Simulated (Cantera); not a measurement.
What does this Cantera script print?

```python
import numpy as np
import cantera as ct

gas_names = [...]  # 95 gases of nasa_gas.yaml made of C, F, H
cond_names = """
    C(gr) C6H6(L) C7H8(L) C8H18(L),n-octa
""".split()


# ... load() reads the species with a 1 bar reference pressure and builds the phases ...
atoms = {
    'CHF3': {'C': 1, 'H': 1, 'F': 3},
    'CH4': {'C': 1, 'H': 4},
}
top_T = {'C(gr)': 4500}  # K; cautious upper limits of use, not melting points


# ... equilibrate(T, P, feed) seeds the gas with the atoms and calls Mixture.equilibrate('TP', solver="vcs", rtol=1e-11, max_steps=5000) ...
results = []
feed = {'CHF3': 1, 'CH4': 0.0067}  # mol
T = 1123.15  # K
P = 10000  # Pa
mix = equilibrate(T, P, feed)
results.append((T, P, feed, dict(zip(mix.species_names, mix.species_moles))))
x = sorted(zip(gas.X, gas.species_names), reverse=True)
print(f"T = {T:g} K  P = {P:g} Pa  gas = {mix.phase_moles(0):.4g} mol")
print("   x: " + "  ".join(f"{s} {v:.3e}" for v, s in x if v > 1e-06))
print("   condensed (mol): " + ("  ".join(f"{mix.phase(i).name} {mix.phase_moles(i):.4g}"
      for i in range(1, mix.n_phases) if mix.phase_moles(i) > 1e-12) or "none"))
```

Output:

```
T = 1123.15 K  P = 10000 Pa  gas = 1.52 mol
   x: HF 6.755e-01  CF4 3.245e-01  CHF3 1.692e-06  H2F2 1.229e-06
   condensed (mol): C(gr) 0.5134
```

Equilibrium computed with Cantera from the NASA thermochemical tables; the gas is ideal and each condensed phase is pure. Gases not in the tables: C2F6 and larger saturated fluorocarbons.
